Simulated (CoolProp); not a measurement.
A single-stage vapour-compression cycle with propylene: evaporating at 285.15 K (dew point), condensing at 326.15 K (bubble point), superheat 8 K, subcooling 8 K, compressor efficiency 0.9, no pressure losses. Each further row changes one setting.

Computed with CoolProp (reference Helmholtz-energy equation of state, Lemmon 2013).

| case | cooling COP | pressure ratio | discharge temperature (K) | refrigerating effect (kJ/kg) | volumetric capacity (kJ/m³) |
|---|---|---|---|---|---|
| as stated | 5.14 | 2.66 | 344.4 | 284 | 4680 |
| evaporating temperature 290.15 K | 6.08 | 2.33 | ___ | ___ | ___ |
| condensing temperature 321.15 K | 6.06 | 2.39 | 338.4 | 298 | 4910 |
| subcooling 13 K | 5.40 | 2.66 | 344.4 | 298 | ___ |
| superheat 18 K | ___ | 2.66 | 353.9 | 301 | 4710 |
| compressor efficiency 0.8 | 4.57 | 2.66 | ___ | 284 | 4680 |

**Question.** Complete the blanks.

**Answer.** 
- evaporating temperature 290.15 K, discharge temperature (K): 343.0
- evaporating temperature 290.15 K, refrigerating effect (kJ/kg): 288
- evaporating temperature 290.15 K, volumetric capacity (kJ/m³): 5430
- subcooling 13 K, volumetric capacity (kJ/m³): 4920
- superheat 18 K, cooling COP: 5.16
- compressor efficiency 0.8, discharge temperature (K): 347.5
